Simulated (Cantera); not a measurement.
An isothermal, constant-pressure homogeneous reactor starts with 6.25 % C₂H₆, 93.8 % H₂, at 1450 K and 1.10 bar.

Detailed kinetics in Cantera: GRI-Mech 3.0 (53 species, 325 reactions). GRI-Mech 3.0 stops at C3 and has no aromatics, soot or wall deposition, so with more carbon than oxygen in the feed, carbon stays in small species such as C2H2 where larger ones or solid carbon would form.

One state of this run: x C₂H₆ = 0.000305; x H₂ = 0.922; x C₂H₂ = 0.0119; x C₂H₄ = 0.0283; x H = 2.81e-5. x: mole fraction; the columns are a selection and need not sum to one.

Which value of t (s) does it belong to?
(A) 0.300
(B) 0.000949
(C) 0.00300
(D) 9.49

C, 0.00300
